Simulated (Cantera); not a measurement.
Feed: 1 mol Si, 0.022 mol N2O, 120 mol H2, held at 1973 K and 0.100 bar.

These are equilibrium values from Cantera (NASA tables, ideal gas, pure condensed phases), not measurements of a reactor. Candidate condensed phases: H2O, Si, SiO2, Si2N2O, Si3N4; 35 gas species. Gases not in the tables: Si2H6 and higher silanes. The numbers say what is thermodynamically allowed, not how fast it happens.

Base state: H2 0.995, H 0.00426, Si 0.000316, SiO 0.000183, N2 0.000182, SiH2 9.04e-5, SiH 7.20e-5 (mole fractions); condensed: Si(l).

Task: What changes in the equilibrium state with this change: pressure from 0.100 bar to 0.330 Pa?

Result: 
| species | before | after |
|---|---|---|
| H | 0.00426 | 0.514 |
| H2 | 0.995 | 0.479 |
| Si | 0.000316 | 0.00600 |
| SiH2 | 9.04e-5 | 2.73e-8 |
| SiH | 7.20e-5 | 5.46e-6 |
| SiO | 0.000183 | 0.000135 |
| N2 | 0.000182 | 0.000135 |
| Si(l), mol | 0.919 | 0 |
